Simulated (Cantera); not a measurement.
Equilibrium for fluorocarbon and chlorocarbon gases: CF₄ + HCl + H₂

Feed: 1 mol CF₄, 0.029 mol HCl, a varied amount of H₂, equilibrated at 2798.15 K and 2.40 mbar.

Equilibrium computed with Cantera from the NASA thermochemical tables; the gas is ideal and each condensed phase is pure. Candidate condensed phases: C, C₆H₆, C₇H₈, C₈H₁₈; 118 gas species. Kinetics and transport are ignored.

```json
[
 {"n(H₂) (mol)": "1.1", "log p HF": "-2.90", "log p H": "-4.44", "log p F": "-3.02", "log p H₂": "-6.70", "log p CF": "-4.15", "log p C₃": "-4.51", "log p Cl": "-4.78", "n C(graphite)": "0.666"},
 {"n(H₂) (mol)": "1.5", "log p HF": "-2.79", "log p H": "-4.11", "log p F": "-3.24", "log p H₂": "-6.03", "log p CF": "-4.37", "log p C₃": "-4.51", "log p Cl": "-4.79", "n C(graphite)": "0.725"},
 {"n(H₂) (mol)": "2.2", "log p HF": "-2.74", "log p H": "-3.47", "log p F": "-3.82", "log p H₂": "-4.76", "log p CF": "-4.96", "log p C₃": "-4.51", "log p Cl": "-4.87", "n C(graphite)": "0.754"},
 {"n(H₂) (mol)": "3.2", "log p HF": "-2.84", "log p H": "-3.11", "log p F": "-4.29", "log p H₂": "-4.05", "log p CF": "-5.42", "log p C₃": "-4.51", "log p Cl": "-5.04", "n C(graphite)": "0.668"},
 {"n(H₂) (mol)": "4.6", "log p HF": "-2.98", "log p H": "-2.97", "log p F": "-4.57", "log p H₂": "-3.75", "log p CF": "-5.70", "log p C₃": "-4.51", "log p Cl": "-5.20", "n C(graphite)": "0.522"},
 {"n(H₂) (mol)": "6.7", "log p HF": "-3.12", "log p H": "-2.88", "log p F": "-4.79", "log p H₂": "-3.59", "log p CF": "-5.93", "log p C₃": "-4.51", "log p Cl": "-5.36", "n C(graphite)": "0.296"},
 {"n(H₂) (mol)": "9.7", "log p HF": "-3.27", "log p H": "-2.83", "log p F": "-4.99", "log p H₂": "-3.49", "log p CF": "-6.13", "log p C₃": "-4.52", "log p Cl": "-5.52", "n C(graphite)": "0"}
]
```
log p: log10 of the partial pressure in bar; n: condensed amount in mol.

From 1.1 mol H₂ to 6.7 mol H₂ the condensed part is C(graphite). At 9.7 mol H₂ nothing is condensed. The main C-bearing gas is C₃ throughout. The share of C in condensed phases is highest at 2.2 mol H₂ (75.4 %) and lowest at 9.7 mol H₂ (0.0 %).
